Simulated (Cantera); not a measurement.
Adiabatic ignition

An adiabatic, constant-volume homogeneous reactor starts with 12.8 % CH4, 4.59 % H2, 21.4 % O2, 61.2 % N2, equivalence ratio 1.3, at 1623 K and 10.0 bar.

Model: GRI-Mech 3.0 (53 species, 325 reactions), integrated in Cantera. Above 3000 K some thermodynamic fits are extrapolated.

```
t (s)     T (K)  P (bar)     x CH4    x H2     x O2   x CH2CO     x OH    x C2H2
--------  -----  -------  --------  ------  -------  --------  -------  --------
1.00e-6    1623    10.00     0.128  0.0459    0.214    <1e-12  2.73e-7    <1e-12
2.82e-6    1623    10.00     0.127  0.0459    0.214  8.66e-11  1.30e-6  3.87e-11
7.93e-6    1632     10.1     0.125  0.0454    0.213   4.48e-7  1.12e-5   8.91e-8
2.23e-5    3333     22.2  1.18e-11  0.0600  0.00721    <1e-12   0.0280    <1e-12
6.29e-5    3313     22.1  1.37e-11  0.0622  0.00596    <1e-12   0.0258    <1e-12
0.000177   3313     22.1  1.37e-11  0.0622  0.00595    <1e-12   0.0257    <1e-12
0.000499   3313     22.1  1.37e-11  0.0622  0.00595    <1e-12   0.0257    <1e-12
0.00140    3313     22.1  1.37e-11  0.0622  0.00595    <1e-12   0.0257    <1e-12
0.00395    3313     22.1  1.37e-11  0.0622  0.00595    <1e-12   0.0257    <1e-12
0.0111     3313     22.1  1.37e-11  0.0622  0.00595    <1e-12   0.0257    <1e-12
0.0313     3313     22.1  1.37e-11  0.0622  0.00595    <1e-12   0.0257    <1e-12
0.0883     3313     22.1  1.37e-11  0.0622  0.00595    <1e-12   0.0257    <1e-12
0.249      3313     22.1  1.37e-11  0.0622  0.00595    <1e-12   0.0257    <1e-12
0.700      3313     22.1  1.37e-11  0.0622  0.00595    <1e-12   0.0257    <1e-12
```
x: mole fraction; the columns are a selection and need not sum to one.

```yaml
time_of_steepest_temperature_rise: 19.6 µs
temperature at 0.700 s: 3313 K
equilibrium_temperature: 3313 K
x(CH4) at 0.700 s: 1.37e-11 (gas-phase equilibrium 1.64e-11)
x(H2) at 0.700 s: 0.0622 (gas-phase equilibrium 0.0622)
x(O2) at 0.700 s: 0.00595 (gas-phase equilibrium 0.00595)
```
